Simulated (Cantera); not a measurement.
A Cantera script and what it prints.

```python
import numpy as np
import cantera as ct

gas_names = """
    CL CL2 H HCL H2 Si SiCL SiCL2 SiCL3 SiCL4 SiH SiHCL3 SiH2 SiH2CL2 SiH3 SiH3CL SiH4 Si2 Si3
""".split()
cond_names = """
    Si(cr) Si(L)
""".split()


# ... load() reads the species with a 1 bar reference pressure and builds the phases ...
atoms = {
    'Si2H6': {'Si': 2, 'H': 6},
    'HCl': {'H': 1, 'CL': 1},
    'H2': {'H': 2},
}
top_T = {}  # K; cautious upper limits of use, not melting points


# ... equilibrate(T, P, feed) seeds the gas with the atoms and calls Mixture.equilibrate('TP', solver="vcs", rtol=1e-11, max_steps=5000) ...
results = []
feed = {'Si2H6': 1, 'HCl': 1.1, 'H2': 13}  # mol
P = 3500  # Pa
for T in [1023, 1098, 1173, 1248, 1323, 1398, 1473, 1548]:
    mix = equilibrate(T, P, feed)
    results.append((T, P, feed, dict(zip(mix.species_names, mix.species_moles))))

top = {s: max(r[3][s] / sum(r[3][g] for g in gas_names) for r in results) for s in gas_names}
cols = sorted((s for s in top if top[s] > 0.001), key=lambda s: -top[s])[:6]
seen = [c for c in cond_names if any(r[3].get(c, 0) > 1e-12 for r in results)]
print("log10 of partial pressures in bar; condensed amounts in mol")
print(f"{'T/K':>10s}" + "".join(f"{s[:9]:>10s}" for s in cols + seen))
for T, P, feed, n in results:
    ng = sum(n[g] for g in gas_names)
    print(f"{T:10.4g}" + "".join(f"{np.log10(max(n[s] / ng * P / 1e5, 1e-99)):10.3f}" for s in cols)
          + "".join(f"{n.get(c, 0):10.4g}" for c in seen))
```

It prints:

```
log10 of partial pressures in bar; condensed amounts in mol
       T/K        H2       HCL     SiCL4     SiCL2    SiHCL3    Si(cr)
      1023    -1.470    -3.204    -3.540    -4.689    -3.878     1.776
      1098    -1.473    -3.004    -3.712    -4.227    -4.018     1.814
      1173    -1.477    -2.869    -4.018    -3.904    -4.258     1.847
      1248    -1.480    -2.801    -4.487    -3.722    -4.619     1.865
      1323    -1.481    -2.777    -5.053    -3.637    -5.051     1.869
      1398    -1.481    -2.773    -5.623    -3.595    -5.485     1.867
      1473    -1.481    -2.774    -6.156    -3.569    -5.890     1.864
      1548    -1.481    -2.777    -6.644    -3.551    -6.261      1.86
```

Method: chemical equilibrium by Gibbs-energy minimisation in Cantera with the NASA 1993 tables (ideal gas, pure condensed phases). The feed counts by its element totals alone. The tables' values for SiCl3 are old estimates; treat these amounts as uncertain.
